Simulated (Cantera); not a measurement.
## Ignition delay

Mixture: 7.89 % CH4, 0.450 % C2H6, 15.8 % O2, 59.3 % N2, 16.6 % H2O, equivalence ratio 1.1, at 10.0 bar, adiabatic and at constant pressure. Ignition delay is the time to a rise of 400 K.

Computed with Cantera and GRI-Mech 3.0 (53 species, 325 reactions).

```
T0 (K)  delay (ms)
------  ----------
1225          1.29
1325         0.500
1425         0.208
1525        0.0891
1625        0.0391
1725        0.0181
1825       0.00905
1925       0.00498
2025       0.00300
```

```json
{
  "apparent activation energy between 1825 and 2025 K": "170 kJ/mol"
}
```
